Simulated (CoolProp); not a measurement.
Aqueous lithium chloride as a coolant, 16 % by mass, freezing at -27.2 °C, 1 atm.

Model: Melinder's fits for secondary coolants, in CoolProp.

```tsv
T (°C)	Prandtl number	conductivity (W/(m K))	cp (kJ/(kg K))	viscosity (mPa s)
-6.9	24.0	0.522	3.286	3.81
-3.3	21.1	0.527	3.302	3.37
0.3	18.7	0.532	3.318	3.00
3.8	16.7	0.537	3.334	2.70
7.4	15.0	0.542	3.350	2.43
11	13.6	0.548	3.366	2.21
14.5	12.4	0.553	3.382	2.03
18.1	11.3	0.558	3.398	1.86
21.7	10.4	0.563	3.414	1.72
25.3	9.60	0.568	3.430	1.59
28.8	8.89	0.573	3.446	1.48
32.4	8.23	0.578	3.462	1.37
```
